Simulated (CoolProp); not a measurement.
Vapour-liquid equilibrium of ethylbenzene (1) + o-xylene (2) at 38.95 °C; x and y are mole fractions of (1).

Model: multi-fluid Helmholtz-energy mixture model, Zhou 2012 and Zhou 2012; pair parameters Bell 2016, in CoolProp.

Question: Give the bubble pressure and the first vapour's composition at x = 0.35, 0.65, 0.95. Is there an azeotrope?

Answer: x = 0.35: 0.002245 MPa, y = 0.437; x = 0.65: 0.002489 MPa, y = 0.722; x = 0.95: 0.002695 MPa, y = 0.961. No azeotrope shows between x = 0.05 and 0.95.

The pair parameters rest on a limited set of measurements; away from them the model extrapolates.
